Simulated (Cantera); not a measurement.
A closed system holds: 1 mol CH₃Cl, 1.1 mol F₂, 0.076 mol H₂, equilibrated at 10.0 mbar.

These are equilibrium values from Cantera (NASA tables, ideal gas, pure condensed phases), not measurements of a reactor. Candidate condensed phases: C, C₆H₆, C₇H₈, C₈H₁₈; 118 gas species. Gases not in the tables: C₂F₆ and larger saturated fluorocarbons. The numbers say what is thermodynamically allowed, not how fast it happens. All values below are at 1148 K.

Base state: HF 0.689, HCl 0.304, Cl₂ 0.00459, Cl 0.00182, CF₄ 0.00101, CClF₃ 1.97e-5 (mole fractions); condensed: C(graphite).

Q: What changes in the equilibrium state with this change: CH₃Cl replaced by c-C₄F₈?

A: 
```json
[
 {"species": "CF₄", "before": "0.00101", "after": "0.943"},
 {"species": "HF", "before": "0.689", "after": "0.0571"},
 {"species": "HCl", "before": "0.304", "after": "0"},
 {"species": "Cl₂", "before": "0.00459", "after": "0"},
 {"species": "Cl", "before": "0.00182", "after": "0"},
 {"species": "CClF₃", "before": "1.97e-5", "after": "0"},
 {"species": "C(graphite), mol", "before": "0.997", "after": "1.49"}
]
```
The feed counts by its element totals alone.

Q: What changes in the equilibrium state with this change: pressure from 10.0 mbar to 50.0 Pa?

A: 
```tsv
species	before	after
HF	0.689	0.690
HCl	0.304	0.299
Cl	0.00182	0.00736
CClF₃	1.97e-5	7.03e-7
CF₄	0.00101	3.67e-5
Cl₂	0.00459	0.00377
C(graphite), mol	0.997	1.000
```
